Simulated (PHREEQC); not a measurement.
Make-up at 20 °C: 0.0018 mol/kgw HF, 0.0014 mol/kgw NH4HF2 and 4e-05 mol/kgw H2SiF6. Closed to the air; pH follows from the charge balance.

Model: ion-association model, wateq4f.dat, run in PHREEQC.

Task: The ionic strength comes out as 0.00231 mol/kgw. What activity coefficients do H+, F-, HF2-, NH4+, SiF6-2 get?

Result: H+ 0.95, F- 0.95, HF2- 0.95, NH4+ 0.95, SiF6-2 0.81.

No solid was allowed to form. SiF6-2 is the database's only silicon fluoride.
